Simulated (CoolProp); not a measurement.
Properties of acetone along the isobar 101 kPa (Tc = 508.1 K, pc = 4692 kPa, ω = 0.307).

Computed with CoolProp (reference Helmholtz-energy equation of state, Lemmon 2006). It is a short technical equation, of lower accuracy than the large ones.

```
T (K)   phase         Z  speed of sound (m/s)  fugacity coefficient
-----  ------  --------  --------------------  --------------------
190.6  liquid  0.004112                  1697             0.0001144
209.2  liquid  0.003831                  1597             0.0008867
227.8  liquid  0.003599                  1501              0.004691
246.3  liquid  0.003406                  1409               0.01842
264.9  liquid  0.003244                  1320               0.05815
283.5  liquid  0.003107                  1232                0.1534
302.1  liquid  0.002993                  1146                0.3506
320.6  liquid  0.002899                  1062                0.7100
339.2     gas    0.9555                 225.1                0.9575
357.8     gas    0.9656                 232.3                0.9668
376.4     gas    0.9727                 238.9                0.9734
395       gas    0.9778                 245.2                0.9782
413.5     gas    0.9816                 251.1                0.9819
432.1     gas    0.9845                 256.9                0.9847
450.7     gas    0.9868                 262.4                0.9869
```
